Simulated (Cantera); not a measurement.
## Stirred combustor or abatement burner

A perfectly stirred reactor is fed with 8.92 % CH3OH, 15.2 % O2, 57.2 % N2, 18.7 % H2O, equivalence ratio 0.88, at 1.00 bar; it is adiabatic with a 500 K inlet, and is followed from long to short residence time, starting on the burning branch (τ in s: 0.1, 0.055, 0.03, 0.016, 0.0085, 0.0046, 0.0025, 0.0013, 0.00071, 0.00038, 0.0002, 0.00011, 5.9e-05).

Model: GRI-Mech 3.0 (53 species, 325 reactions), integrated in Cantera. GRI-Mech 3.0 was tuned for natural gas; its chemistry of methanol as a main component is partial and can be far from experiment.

```tsv
τ (s)	T (K)	x CH3OH	x O2	x H2O	x H	x NO	x CO	x CH2
0.10	1945	2.04e-6	0.0178	0.347	0.000108	5.03e-5	0.00153	7.50e-9
0.055	1938	3.17e-6	0.0182	0.346	0.000165	3.76e-5	0.00203	1.06e-8
0.030	1927	4.84e-6	0.0187	0.345	0.000262	2.86e-5	0.00272	1.49e-8
0.016	1911	7.42e-6	0.0194	0.343	0.000427	2.17e-5	0.00368	2.22e-8
0.0085	1891	1.13e-5	0.0204	0.341	0.000691	1.65e-5	0.00492	3.69e-8
0.0046	1867	1.70e-5	0.0217	0.338	0.00108	1.30e-5	0.00641	6.76e-8
0.0025	1838	2.58e-5	0.0232	0.335	0.00163	1.06e-5	0.00819	1.32e-7
0.0013	1800	4.11e-5	0.0252	0.332	0.00242	8.90e-6	0.0105	2.78e-7
0.00071	1760	6.58e-5	0.0274	0.329	0.00330	7.56e-6	0.0133	5.42e-7
0.00038	1712	0.000114	0.0304	0.325	0.00417	5.94e-6	0.0172	1.05e-6
0.00020	1650	0.000232	0.0351	0.322	0.00456	3.72e-6	0.0242	2.00e-6
0.00011	500	0.0892	0.152	0.187	<1e-12	<1e-12	<1e-12	<1e-12
5.9e-5	500	0.0892	0.152	0.187	<1e-12	<1e-12	<1e-12	<1e-12
```
x: mole fraction; the columns are a selection and need not sum to one.
